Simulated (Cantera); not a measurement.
Input: 1 mol Cr, 0.032 mol H2O, 4.2 mol N2, equilibrated at 875 K.

These are equilibrium values from Cantera (NASA tables, ideal gas, pure condensed phases), not measurements of a reactor. Candidate condensed phases: Cr, CrN, Cr2N, Cr2O3, H2O; 29 gas species. Equilibrium is a limit: real reactors are often held back by kinetics, nucleation or transport.

x: gas mole fraction; n: condensed amount in mol.

| P (Pa) | x N2 | x H2 | x NH3 | x H2O | n Cr2N(s) | n Cr2O3(s) | n CrN(s) |
|---|---|---|---|---|---|---|---|
| 0.100 | 0.992 | 0.00803 | … | 1.16e-8 | 0.489 | 0.0107 | 0 |
| 0.600 | 0.992 | 0.00803 | … | 1.56e-8 | 0.489 | 0.0107 | 0 |
| 3.60 | 0.991 | 0.00855 | … | 2.27e-8 | 0 | 0.0107 | 0.979 |
| 22 | 0.991 | 0.00855 | … | 4.15e-8 | 0 | 0.0107 | 0.979 |
| 130 | 0.991 | 0.00855 | … | 7.50e-8 | 0 | 0.0107 | 0.979 |
| 770 | 0.991 | 0.00855 | … | 1.36e-7 | 0 | 0.0107 | 0.979 |
| 4600 | 0.991 | 0.00855 | … | 2.46e-7 | 0 | 0.0107 | 0.979 |
| 28000 | 0.991 | 0.00855 | … | 4.50e-7 | 0 | 0.0107 | 0.979 |
| 170000 | 0.991 | 0.00855 | … | 8.20e-7 | 0 | 0.0107 | 0.979 |
| 1000000 | 0.991 | 0.00853 | … | 1.48e-6 | 0 | 0.0107 | 0.979 |

Question: What belongs in the gaps?

Answer: 
- 0.100, x NH3: 1.07e-12
- 0.600, x NH3: 6.41e-12
- 3.60, x NH3: 4.23e-11
- 22, x NH3: 2.58e-10
- 130, x NH3: 1.53e-9
- 770, x NH3: 9.04e-9
- 4600, x NH3: 5.40e-8
- 28000, x NH3: 3.29e-7
- 170000, x NH3: 1.99e-6
- 1000000, x NH3: 1.17e-5
